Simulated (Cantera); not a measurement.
**Transport properties of process gases**

Gas mixture: 7.25 % C3H8, 27.1 % H2O, 26.1 % C2H4, 39.6 % C2H2, at 1.10 bar, frozen composition.

Cantera's kinetic-theory transport with the Lennard-Jones parameters of GRI-Mech 3.0, ideal gas; thermal conductivity in the multicomponent form. Polar gases are described roughly by these parameters. The composition is frozen, though it would react at the higher temperatures.

```json
[
 {"T (K)": "400", "ρ (kg/m³)": "0.850", "cp (J/kg/K)": "1935", "μ (µPa s)": "13.4", "λ (mW/m/K)": "35.7", "Pr": "0.723", "D (cm²/s) H2O": "0.261", "D (cm²/s) NH3": "0.269", "D (cm²/s) N2": "0.269"},
 {"T (K)": "550", "ρ (kg/m³)": "0.618", "cp (J/kg/K)": "2266", "μ (µPa s)": "17.8", "λ (mW/m/K)": "55.1", "Pr": "0.732", "D (cm²/s) H2O": "0.485", "D (cm²/s) NH3": "0.500", "D (cm²/s) N2": "0.475"},
 {"T (K)": "700", "ρ (kg/m³)": "0.486", "cp (J/kg/K)": "2529", "μ (µPa s)": "21.8", "λ (mW/m/K)": "74.7", "Pr": "0.739", "D (cm²/s) H2O": "0.764", "D (cm²/s) NH3": "0.790", "D (cm²/s) N2": "0.723"},
 {"T (K)": "850", "ρ (kg/m³)": "0.400", "cp (J/kg/K)": "2739", "μ (µPa s)": "25.5", "λ (mW/m/K)": "94.1", "Pr": "0.744", "D (cm²/s) H2O": "1.09", "D (cm²/s) NH3": "1.13", "D (cm²/s) N2": "1.01"},
 {"T (K)": "1000", "ρ (kg/m³)": "0.340", "cp (J/kg/K)": "2929", "μ (µPa s)": "29.0", "λ (mW/m/K)": "114", "Pr": "0.748", "D (cm²/s) H2O": "1.46", "D (cm²/s) NH3": "1.52", "D (cm²/s) N2": "1.33"},
 {"T (K)": "1150", "ρ (kg/m³)": "0.296", "cp (J/kg/K)": "3082", "μ (µPa s)": "32.3", "λ (mW/m/K)": "133", "Pr": "0.750", "D (cm²/s) H2O": "1.87", "D (cm²/s) NH3": "1.95", "D (cm²/s) N2": "1.69"},
 {"T (K)": "1300", "ρ (kg/m³)": "0.262", "cp (J/kg/K)": "3215", "μ (µPa s)": "35.4", "λ (mW/m/K)": "151", "Pr": "0.752", "D (cm²/s) H2O": "2.33", "D (cm²/s) NH3": "2.43", "D (cm²/s) N2": "2.07"},
 {"T (K)": "1450", "ρ (kg/m³)": "0.235", "cp (J/kg/K)": "3329", "μ (µPa s)": "38.3", "λ (mW/m/K)": "169", "Pr": "0.753", "D (cm²/s) H2O": "2.81", "D (cm²/s) NH3": "2.94", "D (cm²/s) N2": "2.49"},
 {"T (K)": "1600", "ρ (kg/m³)": "0.213", "cp (J/kg/K)": "3426", "μ (µPa s)": "41.1", "λ (mW/m/K)": "187", "Pr": "0.754", "D (cm²/s) H2O": "3.33", "D (cm²/s) NH3": "3.49", "D (cm²/s) N2": "2.93"}
]
```
D: mixture-averaged diffusion coefficient of that species in the mixture.
